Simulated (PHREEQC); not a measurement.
Synthetic water in mmol/kgw, 30 °C, pH 7.62, pe 11.3: Na 0.67; K 0.0464; Ca 0.451; Mg 0.158; Cl 0.615; S(6) 0.219; Alkalinity (meq/kgw) 0.933; B 0.0471; F 0.000464.

Valence states are taken as typed.

Model: ion-association model, phreeqc.dat, run in PHREEQC.

```yaml
ionic_strength: 0.00271 mol/kgw
specific_conductance: 237 µS/cm
charge_balance_error: -1.4 %
```

```csv
species,molality,activity,log γ
HCO3-,0.000918,0.000867,-0.025
Na+,0.000669,0.000632,-0.025
Cl-,0.000615,0.000580,-0.025
Ca+2,0.000435,0.000347,-0.098
SO4-2,0.000203,0.000162,-0.099
Mg+2,0.000151,0.000121,-0.097
K+,4.63e-5,4.37e-5,-0.025
H3BO3,4.58e-5,4.59e-5,0.000
CO2,4.43e-5,4.43e-5,0.000
CaSO4,1.03e-5,1.03e-5,0.000
MgSO4,5.19e-6,5.20e-6,0.000
CaHCO3+,4.35e-6,4.11e-6,-0.024
CO3-2,2.34e-6,1.86e-6,-0.098
```

Precipitation was switched off in this run. Real BF4- forms and hydrolyses slowly; the run takes it at equilibrium.
